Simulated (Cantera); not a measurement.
Cantera with NASA thermochemical tables; ideal gases at 1 bar, condensed phases pure. Values are per mole of reaction as written; species without (g) are pure solids or liquids, kept so even where they would boil at 1 bar.

10 CO(g) + N₂O(g) + Fe₂O₃ = 2 Fe(CO)₅(g) + 2 NO₂(g)

| T (K) | ΔH° (kJ) | ΔS° (J/K) | ΔG° (kJ) | log10 K |
|---|---|---|---|---|
| 300 | 461.6 | -925.1 | 739.2 | -128.70 |
| 1075 | 473.2 | -910.8 | 1452.4 | -70.57 |
| 1125 | 475.2 | -909.1 | 1497.9 | -69.55 |
| 1175 | 477.3 | -907.3 | 1543.3 | -68.61 |
| 1225 | [?] | [?] | [?] | [?] |
| 1275 | 481.7 | -903.7 | 1633.8 | -66.93 |
| 1325 | [?] | [?] | [?] | [?] |
| 1375 | 486.4 | -900.1 | 1724.0 | -65.49 |
| 1425 | 488.8 | -898.4 | 1769.0 | -64.84 |
| 1475 | 491.2 | -896.7 | 1813.9 | -64.23 |

**Question.** Complete the blanks.

**Answer.** 
- 1225, ΔH° (kJ): 479.4
- 1225, ΔS° (J/K): -905.5
- 1225, ΔG° (kJ): 1588.6
- 1225, log10 K: -67.74
- 1325, ΔH° (kJ): 484.0
- 1325, ΔS° (J/K): -901.9
- 1325, ΔG° (kJ): 1679.0
- 1325, log10 K: -66.19
